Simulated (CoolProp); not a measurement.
Vapour-liquid equilibrium of isobutane (1) + isobutene (2) at 225.1 K; x and y are mole fractions of (1).

The numbers come from the multi-fluid Helmholtz-energy mixture model, Bücker 2006 and Lemmon 2005; pair parameters Bell 2016 in CoolProp.

```tsv
x	bubble pressure, mixture model (MPa)	bubble pressure, Raoult's law (MPa)	y, mixture model	y, Raoult's law
0.05	0.01470	0.01462	0.069	0.064
0.125	0.01514	0.01494	0.166	0.157
0.2	0.01554	0.01526	0.255	0.245
0.275	0.01592	0.01559	0.338	0.330
0.35	0.01628	0.01591	0.417	0.412
0.425	0.01662	0.01624	0.492	0.490
0.5	0.01694	0.01656	0.564	0.565
0.575	0.01725	0.01689	0.633	0.638
0.65	0.01754	0.01721	0.700	0.707
0.725	0.01782	0.01754	0.766	0.774
0.8	0.01808	0.01786	0.831	0.839
0.875	0.01833	0.01819	0.895	0.901
0.95	0.01857	0.01851	0.958	0.961
```

The largest gap from Raoult's law is +2.3 % in bubble pressure, at x = 0.425. No azeotrope shows between x = 0.05 and 0.95.

Pair parameters are fitted to limited data, so mixtures are less certain than the pure fluids.
